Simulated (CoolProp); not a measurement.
Properties of hydrogen chloride along the isobar 300 bar.

Computed with CoolProp (reference Helmholtz-energy equation of state, Thol 2018).

| T (K) | phase | density (kg/m³) | cp (kJ/(kg K)) | cv (kJ/(kg K)) | fugacity coefficient |
|---|---|---|---|---|---|
| 244.4 | liquid | ? | 1.617 | 0.9440 | 0.05324 |
| 253.1 | liquid | ? | 1.627 | 0.9310 | 0.06744 |
| 261.9 | liquid | 1050 | 1.638 | 0.9185 | 0.08396 |
| 270.7 | liquid | 1028 | 1.652 | 0.9068 | 0.1026 |
| 279.4 | liquid | 1005 | 1.668 | ? | ? |
| 288.2 | liquid | 980.8 | 1.688 | 0.8852 | 0.1459 |
| 297 | liquid | 956.0 | ? | 0.8753 | 0.1706 |
| 305.7 | liquid | 930.7 | 1.735 | 0.8660 | ? |
| 314.5 | liquid | 904.0 | 1.764 | 0.8571 | 0.2244 |
| 323.2 | liquid | 876.6 | 1.797 | 0.8489 | 0.2532 |
| 332 | supercritical | 847.8 | 1.835 | 0.8411 | 0.2833 |

**Question.** Complete the blanks.

**Answer.** 
- 244.4, density (kg/m³): 1093
- 253.1, density (kg/m³): 1072
- 279.4, cv (kJ/(kg K)): 0.8958
- 279.4, fugacity coefficient: 0.1232
- 297, cp (kJ/(kg K)): 1.710
- 305.7, fugacity coefficient: 0.1966
